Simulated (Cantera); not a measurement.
A closed system holds: 1 mol Fe(CO)5, 0.35 mol CO, 0.17 mol N2, equilibrated at 1.00 bar.

Cantera equilibrium calculation (NASA polynomials, part measured and part estimated; ideal gas, pure solids and liquids). Candidate condensed phases: C, Fe, Fe(CO)5, FeO, Fe2O3, Fe3O4; 27 gas species. Iron dissolves carbon and melts from about 1420 K in contact with it, which pure phases cannot show. Condensed phases not in the tables: cementite and carbon dissolved in iron. The numbers say what is thermodynamically allowed, not how fast it happens.

log p: log10 of the partial pressure in bar; n: condensed amount in mol.

```csv
T (°C),log p CO,log p CO2,log p N2,log p Fe,n C(graphite),n Fe(α),n Fe(γ)
777,-0.09,-0.84,-1.45,<-12,?,1.00,0
852,-0.04,-1.31,-1.49,-11.47,?,1.00,0
927,-0.02,-1.77,-1.50,-10.30,?,0,1.00
1002,-0.02,-2.19,-1.51,-9.28,?,0,1.00
1077,-0.01,-2.56,-1.51,-8.37,?,0,1.00
1152,-0.01,-2.90,-1.51,-7.55,?,0,1.00
1227,-0.01,-3.21,-1.51,-6.82,?,0,1.000
```

### Question
Complete the blanks.

### Answer

- 777, n C(graphite): 0.695
- 852, n C(graphite): 0.259
- 927, n C(graphite): 0.0929
- 1002, n C(graphite): 0.0356
- 1077, n C(graphite): 0.0150
- 1152, n C(graphite): 0.00690
- 1227, n C(graphite): 0.00343
